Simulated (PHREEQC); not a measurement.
Make-up at 20 °C: 92 mmol/kgw HNO3 and 0.00089 mmol/kgw H4SiO4. Closed to the air; pH follows from the charge balance.

The numbers come from PHREEQC with the ion-association model, wateq4f.dat.

This is a speciation only: nothing precipitates in the calculation.

**Question.** Predict the pH.

**Answer.** pH 1.12.
